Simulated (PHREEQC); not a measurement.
Consider water at 25 °C with 0.055 mol/kgw HNO3, 0.015 mol/kgw AlCl3 and 0.22 mol/kgw MnSO4. Closed to the air; pH follows from the charge balance.

All values are PHREEQC results (ion-association model, phreeqc.dat), not measurements.

Each row changes one thing in this solution. No solid was allowed to form.

```csv
case,pH,ionic strength (mol/kgw),Cl- (mol/kgw),Al+3 (mol/kgw),AlOH+2 (mol/kgw),SI of Gibbsite (Al(OH)3)
as made,1.81,0.514,0.0399,0.00128,3.14e-7,-6.65
AlCl3 from 0.015 to 0.0135 mol/kgw,1.81,0.511,0.0360,0.00113,2.80e-7,-6.69
temperature from 25 to 5 °C,[?],0.569,0.0395,0.00135,[?],-8.01
AlCl3 from 0.015 to 0.0165 mol/kgw,1.80,0.517,0.0439,[?],3.48e-7,[?]
MnSO4 left out,1.35,0.145,0.0450,0.0150,1.46e-6,-6.71
MnSO4 from 0.22 to 0.11 mol/kgw,1.65,0.316,0.0415,0.00227,4.06e-7,-6.77
HNO3 from 0.055 to 0.0055 mol/kgw,2.87,0.470,[?],0.000952,2.70e-6,-3.58
```

Task: Fill in the missing entries.

Result: 
- temperature from 25 to 5 °C, pH: 1.74
- temperature from 25 to 5 °C, AlOH+2 (mol/kgw): 7.48e-8
- AlCl3 from 0.015 to 0.0165 mol/kgw, Al+3 (mol/kgw): 0.00143
- AlCl3 from 0.015 to 0.0165 mol/kgw, SI of Gibbsite (Al(OH)3): -6.61
- HNO3 from 0.055 to 0.0055 mol/kgw, Cl- (mol/kgw): 0.0403

Complexes and solids missing from the database can't appear. Away from 25 °C the constants follow the database's enthalpies or fits; those with neither stay at their 25 °C values.
